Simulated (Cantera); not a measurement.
Stirred combustor or abatement burner

A perfectly stirred reactor is fed with CH4 : O2 : N2 : H2O = 1 : 3.39 : 17.3 : 0.72 (molar parts), at 11.8 atm; it is adiabatic with a 725 K inlet, and is followed from long to short residence time, starting on the burning branch (τ in s: 0.072, 0.035, 0.017, 0.0082, 0.004, 0.0019, 0.00093, 0.00045, 0.00022, 0.00011, 5.2e-05, 2.5e-05, 1.2e-05).

Detailed kinetics in Cantera: GRI-Mech 3.0 (53 species, 325 reactions). The pressure lies above the range GRI-Mech 3.0 was tuned for (to about 10 atm).

```csv
τ (s),T (K),x CH4,x O2,x H2O,x H,x CH3
0.072,1716,7.05e-6,0.0620,0.121,3.28e-7,1.18e-6
0.035,1715,1.25e-5,0.0621,0.121,5.61e-7,2.14e-6
0.017,1714,2.18e-5,0.0621,0.121,1.02e-6,3.81e-6
0.0082,1712,3.79e-5,0.0622,0.121,1.92e-6,6.69e-6
0.0040,1708,6.59e-5,0.0625,0.121,3.65e-6,1.16e-5
0.0019,1701,0.000121,0.0629,0.121,7.10e-6,2.04e-5
0.00093,1688,0.000232,0.0638,0.120,1.32e-5,3.63e-5
0.00045,1649,0.000609,0.0666,0.119,2.29e-5,7.34e-5
0.00022,725,0.0446,0.151,0.0321,<1e-12,<1e-12
0.00011,725,0.0446,0.151,0.0321,<1e-12,<1e-12
5.2e-5,725,0.0446,0.151,0.0321,<1e-12,<1e-12
2.5e-5,725,0.0446,0.151,0.0321,<1e-12,<1e-12
1.2e-5,725,0.0446,0.151,0.0321,<1e-12,<1e-12
```
x: mole fraction; the columns are a selection and need not sum to one.
